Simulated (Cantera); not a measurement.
A Cantera script and what it prints.

```python
import numpy as np
import cantera as ct

gas_names = """
    H HO2 H2 H2O H2O2 O OH O2 O3 P PH PH3 PO PO2 P2 P4 P4O10
""".split()
cond_names = """
    H2O(s) H2O(L) P(cr) P(L) P4O10(s)
""".split()


def load(file, names, dense=False):
    # The tables refer to 1 bar. Condensed volumes are neglected.
    table = {s.name: s for s in ct.Species.list_from_file(file)}
    out = []
    for n in names:
        d = dict(table[n].input_data)
        d["thermo"] = dict(d["thermo"], **{"reference-pressure": 1e5})
        if dense:
            d["equation-of-state"] = {"model": "constant-volume", "density": "1e6 g/cm^3"}
        out.append(ct.Species.from_dict(d))
    return out


gas = ct.Solution(thermo="ideal-gas", species=load("nasa_gas.yaml", gas_names))
cond = {s.name: ct.Solution(thermo="fixed-stoichiometry", species=[s], name=s.name)
        for s in load("nasa_condensed.yaml", cond_names, dense=True)}
atoms = {
    'PH3': {'P': 1, 'H': 3},
    'H2O': {'H': 2, 'O': 1},
}
top_T = {'P4O10(s)': 690}  # K; cautious upper limits of use, not melting points


def equilibrate(T, P, feed):
    n = {}
    for name, mol in feed.items():
        for a, k in atoms[name].items():
            n[a] = n.get(a, 0.0) + k * mol
    gas.TPX = T, P, n
    mass = sum(n.values()) * gas.mean_molecular_weight
    gas.equilibrate("TP")
    valid = [c for c in cond.values() if c.min_temp <= T <= top_T.get(c.name, c.max_temp)]
    mix = ct.Mixture([(gas, mass / gas.mean_molecular_weight)] + [(c, 0.0) for c in valid])
    mix.T, mix.P = T, P
    mix.equilibrate("TP", solver="vcs", rtol=1e-11, max_steps=5000)
    return mix


results = []
T = 1725  # K
P = 101325  # Pa
for m in [0.081, 0.12, 0.18, 0.26, 0.38, 0.57, 0.83, 1.2, 1.8, 2.7, 3.9, 5.8]:
    feed = {'PH3': 1, 'H2O': m}  # mol
    mix = equilibrate(T, P, feed)
    results.append((T, P, feed, dict(zip(mix.species_names, mix.species_moles))))
    x = sorted(zip(gas.X, gas.species_names), reverse=True)
    print(f"T = {T:g} K  P = {P:g} Pa  n(H2O) = {m:g} mol  gas = {mix.phase_moles(0):.4g} mol")
    print("   x: " + "  ".join(f"{s} {v:.3e}" for v, s in x if v > 1e-05))
    print("   condensed (mol): " + ("  ".join(f"{mix.phase(i).name} {mix.phase_moles(i):.4g}"
          for i in range(1, mix.n_phases) if mix.phase_moles(i) > 1e-12) or "none"))
```

It prints:

```
T = 1725 K  P = 101325 Pa  n(H2O) = 0.081 mol  gas = 2.071 mol
   x: H2 7.273e-01  P2 2.274e-01  H2O 3.575e-02  P4 6.199e-03  PO 2.821e-03  PO2 2.690e-04  H 1.573e-04  PH3 9.829e-05  PH 5.082e-05  P 1.807e-05
   condensed (mol): none
T = 1725 K  P = 101325 Pa  n(H2O) = 0.12 mol  gas = 2.112 mol
   x: H2 7.151e-01  P2 2.224e-01  H2O 5.157e-02  P4 5.932e-03  PO 4.093e-03  PO2 5.727e-04  H 1.560e-04  PH3 9.479e-05  PH 4.984e-05  P 1.787e-05
   condensed (mol): none
T = 1725 K  P = 101325 Pa  n(H2O) = 0.18 mol  gas = 2.176 mol
   x: H2 6.976e-01  P2 2.151e-01  H2O 7.432e-02  PO 5.947e-03  P4 5.545e-03  PO2 1.229e-03  H 1.541e-04  PH3 8.980e-05  PH 4.841e-05  P 1.757e-05
   condensed (mol): none
T = 1725 K  P = 101325 Pa  n(H2O) = 0.26 mol  gas = 2.261 mol
   x: H2 6.764e-01  P2 2.057e-01  H2O 1.020e-01  PO 8.229e-03  P4 5.071e-03  PO2 2.407e-03  H 1.517e-04  PH3 8.384e-05  PH 4.661e-05  P 1.718e-05
   condensed (mol): none
T = 1725 K  P = 101325 Pa  n(H2O) = 0.38 mol  gas = 2.388 mol
   x: H2 6.484e-01  P2 1.924e-01  H2O 1.385e-01  PO 1.127e-02  PO2 4.672e-03  P4 4.440e-03  H 1.486e-04  PH3 7.613e-05  PH 4.415e-05  P 1.662e-05
   condensed (mol): none
T = 1725 K  P = 101325 Pa  n(H2O) = 0.57 mol  gas = 2.592 mol
   x: H2 6.118e-01  H2O 1.865e-01  P2 1.734e-01  PO 1.528e-02  PO2 9.039e-03  P4 3.607e-03  H 1.443e-04  PH3 6.624e-05  PH 4.071e-05  P 1.578e-05
   condensed (mol): none
T = 1725 K  P = 101325 Pa  n(H2O) = 0.83 mol  gas = 2.873 mol
   x: H2 5.728e-01  H2O 2.381e-01  P2 1.510e-01  PO 1.944e-02  PO2 1.568e-02  P4 2.733e-03  H 1.396e-04  PH3 5.598e-05  PH 3.675e-05  P 1.472e-05
   condensed (mol): none
T = 1725 K  P = 101325 Pa  n(H2O) = 1.2 mol  gas = 3.273 mol
   x: H2 5.316e-01  H2O 2.930e-01  P2 1.247e-01  PO2 2.506e-02  PO 2.343e-02  P4 1.865e-03  H 1.345e-04  PH3 4.550e-05  PH 3.218e-05  P 1.338e-05
   condensed (mol): none
T = 1725 K  P = 101325 Pa  n(H2O) = 1.8 mol  gas = 3.924 mol
   x: H2 4.854e-01  H2O 3.555e-01  P2 9.281e-02  PO2 3.817e-02  PO 2.686e-02  P4 1.033e-03  H 1.285e-04  PH3 3.424e-05  PH 2.653e-05  P 1.154e-05
   condensed (mol): none
T = 1725 K  P = 101325 Pa  n(H2O) = 2.7 mol  gas = 4.895 mol
   x: H2 4.393e-01  H2O 4.186e-01  P2 6.090e-02  PO2 5.232e-02  PO 2.830e-02  P4 4.448e-04  H 1.223e-04  PH3 2.388e-05  PH 2.044e-05
   condensed (mol): none
T = 1725 K  P = 101325 Pa  n(H2O) = 3.9 mol  gas = 6.179 mol
   x: H2O 4.770e-01  H2 3.967e-01  PO2 6.341e-02  P2 3.528e-02  PO 2.718e-02  P4 1.493e-04  H 1.162e-04  PH3 1.560e-05  PH 1.479e-05
   condensed (mol): none
T = 1725 K  P = 101325 Pa  n(H2O) = 5.8 mol  gas = 8.18 mol
   x: H2O 5.459e-01  H2 3.464e-01  PO2 7.001e-02  PO 2.290e-02  P2 1.457e-02  H 1.086e-04  P4 2.546e-05  P4O10 1.930e-05
   condensed (mol): none
```

Method: chemical equilibrium by Gibbs-energy minimisation in Cantera with the NASA 1993 tables (ideal gas, pure condensed phases). Gases not in the tables: HPO2, HPO3 and P4O6.
